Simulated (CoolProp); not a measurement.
Vapour-liquid equilibrium of R125 (1) + R236FA (2) at -13.55 °C; x and y are mole fractions of (1).

Computed with CoolProp (multi-fluid Helmholtz-energy mixture model, Lemmon 2005 and Pan 2012; pair parameters Bell 2016).

| x | bubble pressure (bar) | y at the bubble point | dew pressure at overall composition x (bar) | liquid density (mol/L) |
|---|---|---|---|---|
| 0.05 | 0.7728 | 0.260 | 0.6236 | 9.839 |
| 0.2 | 1.303 | 0.619 | 0.7235 | 10.10 |
| 0.35 | 1.835 | 0.773 | 0.8611 | 10.36 |
| 0.5 | 2.373 | 0.860 | 1.062 | 10.62 |
| 0.65 | 2.921 | 0.918 | 1.383 | 10.89 |
| 0.8 | 3.483 | 0.959 | 1.973 | 11.16 |
| 0.95 | 4.065 | 0.991 | 3.348 | 11.41 |

No azeotrope shows between x = 0.05 and 0.95.

Pair parameters are fitted to limited data, so mixtures are less certain than the pure fluids.
